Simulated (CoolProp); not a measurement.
R1224YDZ along the isotherm 199.95 °C: fugacity coefficient from the reference equation and from simpler models built on Tc = 155.5 °C, pc = 33.34 bar, ω = 0.325; each cubic takes its own stable root.

Computed with CoolProp (reference Helmholtz-energy equation of state, Akasaka 2023).

```json
[
 {"p (bar)": "0.527", "phase": "gas", "reference": "0.9961"},
 {"p (bar)": "0.999", "phase": "gas", "reference": "0.9927"},
 {"p (bar)": "1.89", "phase": "gas", "reference": "0.9862"},
 {"p (bar)": "3.59", "phase": "gas", "reference": "0.9738"},
 {"p (bar)": "6.81", "phase": "gas", "reference": "0.9506"},
 {"p (bar)": "12.9", "phase": "gas", "reference": "0.9075"},
 {"p (bar)": "24.5", "phase": "gas", "reference": "0.8280"},
 {"p (bar)": "46.4", "phase": "supercritical", "reference": "0.6870"},
 {"p (bar)": "87.9", "phase": "supercritical", "reference": "0.4831"},
 {"p (bar)": "167", "phase": "supercritical", "reference": "0.3577"}
]
```

Question: How far does each simpler model (van der Waals, Redlich-Kwong, Soave-Redlich-Kwong, Peng-Robinson) lie from the reference over these 10 states: mean and median of the absolute difference, and the worst?

Answer: 
- van der Waals: mean 1.3 %, median 0.2 %, worst +10.4 % at 199.95 °C and 167 bar
- Redlich-Kwong: mean 0.8 %, median 0.3 %, worst -2.6 % at 199.95 °C and 46.4 bar
- Soave-Redlich-Kwong: mean 1.9 %, median 0.2 %, worst +11.0 % at 199.95 °C and 167 bar
- Peng-Robinson: mean 0.9 %, median 0.6 %, worst -3.0 % at 199.95 °C and 46.4 bar
